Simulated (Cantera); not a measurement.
A closed system holds: 1 mol Cr, 1.2 mol N2, held at 6.98 Torr.

Method: chemical equilibrium by Gibbs-energy minimisation in Cantera with the NASA 1993 tables (ideal gas, pure condensed phases). Candidate condensed phases: Cr, CrN, Cr2N; 4 gas species. Equilibrium is a limit: real reactors are often held back by kinetics, nucleation or transport. All values below are at 1827 °C.

Base state: N2 0.643, Cr 0.357 (mole fractions); condensed: Cr(s).

Question: What changes in the equilibrium state with this change: pressure from 6.98 Torr to 3230 Torr?

Answer: 
| species | before | after |
|---|---|---|
| N2 | 0.643 | 0.999 |
| Cr | 0.357 | 0.000772 |
| Cr(s), mol | 0.334 | 0.999 |
